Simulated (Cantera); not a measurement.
What does this Cantera script print?

```python
import numpy as np
import cantera as ct

gas_names = [...]  # 114 gases of nasa_gas.yaml made of C, Fe, H, O
cond_names = """
    C(gr) C6H6(L) C7H8(L) C8H18(L),n-octa Fe(a) Fe(c) Fe(d) Fe(L) FeC5O5(L) FeO(s) FeO(L) Fe(OH)2(s)
    Fe(OH)3(s) Fe2O3(s) Fe3O4(s) H2O(s) H2O(L)
""".split()


# ... load() reads the species with a 1 bar reference pressure and builds the phases ...
atoms = {
    'Fe(CO)5': {'Fe': 1, 'C': 5, 'O': 5},
    'O2': {'O': 2},
    'H2': {'H': 2},
}
top_T = {'C(gr)': 4500, 'Fe2O3(s)': 1830, 'Fe3O4(s)': 1870}  # K; cautious upper limits of use, not melting points


# ... equilibrate(T, P, feed) seeds the gas with the atoms and calls Mixture.equilibrate('TP', solver="vcs", rtol=1e-11, max_steps=5000) ...
results = []
feed = {'Fe(CO)5': 1, 'O2': 0.42, 'H2': 28}  # mol
P = 110  # Pa
for T in [800, 875, 950, 1025, 1100, 1175, 1250]:
    mix = equilibrate(T, P, feed)
    results.append((T, P, feed, dict(zip(mix.species_names, mix.species_moles))))
    x = sorted(zip(gas.X, gas.species_names), reverse=True)
    print(f"T = {T:g} K  P = {P:g} Pa  gas = {mix.phase_moles(0):.4g} mol")
    print("   x: " + "  ".join(f"{s} {v:.3e}" for v, s in x if v > 1e-06))
    print("   condensed (mol): " + ("  ".join(f"{mix.phase(i).name} {mix.phase_moles(i):.4g}"
          for i in range(1, mix.n_phases) if mix.phase_moles(i) > 1e-12) or "none"))
```

Output:

```
T = 800 K  P = 110 Pa  gas = 32.99 mol
   x: H2 8.334e-01  CO 1.407e-01  H2O 1.499e-02  CO2 1.068e-02  CH4 2.068e-04
   condensed (mol): Fe(a) 1
T = 875 K  P = 110 Pa  gas = 33 mol
   x: H2 8.310e-01  CO 1.435e-01  H2O 1.749e-02  CO2 7.972e-03  CH4 1.014e-05
   condensed (mol): Fe(a) 1
T = 950 K  P = 110 Pa  gas = 33 mol
   x: H2 8.291e-01  CO 1.454e-01  H2O 1.937e-02  CO2 6.087e-03
   condensed (mol): Fe(a) 1
T = 1025 K  P = 110 Pa  gas = 33 mol
   x: H2 8.278e-01  CO 1.468e-01  H2O 2.070e-02  CO2 4.758e-03
   condensed (mol): Fe(a) 1
T = 1100 K  P = 110 Pa  gas = 33 mol
   x: H2 8.268e-01  CO 1.477e-01  H2O 2.164e-02  CO2 3.814e-03
   condensed (mol): Fe(a) 1
T = 1175 K  P = 110 Pa  gas = 33 mol
   x: H2 8.262e-01  CO 1.484e-01  H2O 2.232e-02  CO2 3.132e-03  H 3.360e-06
   condensed (mol): Fe(a) 1
T = 1250 K  P = 110 Pa  gas = 33 mol
   x: H2 8.256e-01  CO 1.489e-01  H2O 2.282e-02  CO2 2.630e-03  H 1.324e-05
   condensed (mol): Fe(c) 1
```

Equilibrium computed with Cantera from the NASA thermochemical tables; the gas is ideal and each condensed phase is pure.
